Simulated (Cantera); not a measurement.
Charge: 1 mol SiH2Cl2, 0.004 mol Cl2, 56 mol H2, held at 1077 °C and 6.98 Torr.

Equilibrium computed with Cantera from the NASA thermochemical tables; the gas is ideal and each condensed phase is pure. Candidate condensed phases: Si; 19 gas species. The tables' values for SiCl3 are old estimates; treat these amounts as uncertain. The numbers say what is thermodynamically allowed, not how fast it happens.

Base state: H2 0.968, HCl 0.0294, SiCl2 0.00251, SiCl3 5.28e-5, H 2.43e-5, SiHCl3 1.05e-5 (mole fractions); condensed: Si(s).

**Question.** What changes in the equilibrium state with this change: temperature from 1077 °C to 902 °C?

**Answer.** 
| species | before | after |
|---|---|---|
| H2 | 0.968 | 0.969 |
| HCl | 0.0294 | 0.0288 |
| SiCl2 | 0.00251 | 0.00195 |
| SiCl4 | 5.55e-6 | 0.000207 |
| H | 2.43e-5 | 1.25e-6 |
| SiHCl3 | 1.05e-5 | 0.000164 |
| SiH2Cl2 | 2.88e-6 | 1.67e-5 |
| SiCl3 | 5.28e-5 | 0.000203 |
| Si(s), mol | 0.850 | 0.853 |

**Question.** What changes in the equilibrium state with this change: SiH2Cl2 replaced by SiCl4?

**Answer.** 
```csv
species,before,after
H2,0.968,0.940
HCl,0.0294,0.0518
SiCl2,0.00251,0.00801
SiCl4,5.55e-6,5.67e-5
SiCl3,5.28e-5,0.000302
SiHCl3,1.05e-5,5.90e-5
H,2.43e-5,2.40e-5
"Si(s), mol",0.850,0.510
```

**Question.** What changes in the equilibrium state with this change: SiH2Cl2 replaced by SiHCl3?

**Answer.** 
```tsv
species	before	after
H2	0.968	0.954
HCl	0.0294	0.0412
SiCl2	0.00251	0.00501
SiCl4	5.55e-6	2.21e-5
SiCl3	5.28e-5	0.000149
Si(s), mol	0.850	0.698
```
